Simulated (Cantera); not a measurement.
**Ignition delay**

Mixture: CH4 : CO : O2 : N2 = 1 : 0.064 : 2.12 : 19 (molar parts), at 7500 Torr, adiabatic and at constant volume. Ignition delay is the time to a rise of 400 K.

Detailed kinetics in Cantera: GRI-Mech 3.0 (53 species, 325 reactions).

```csv
T0 (K),delay (ms)
1198,11.3
1298,3.49
1398,1.17
1498,0.420
1598,0.159
1698,0.0652
1798,0.0294
1898,0.0148
1998,0.00815
```

```json
{
 "apparent activation energy between 1798 and 1998 K": "190 kJ/mol"
}
```
